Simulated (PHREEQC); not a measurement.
Make-up at 40 °C: 0.11 mol/kgw H2SO4, 0.00089 mol/kgw ZnSO4 and 0.00058 mol/kgw Na2SO4. Closed to the air; pH follows from the charge balance.

Computed with PHREEQC (ion-association model, phreeqc.dat).

Precipitation was switched off in this run.

Order these S species by the share of S that they hold, largest first: ZnSO4, SO4-2, HSO4-.

HSO4- (85 %), SO4-2 (15 %), ZnSO4 (0.23 %)

The pH is 1.00 and the ionic strength 0.144 mol/kgw. Complexes and solids missing from the database can't appear. Constants without temperature data keep their 25 °C values here.
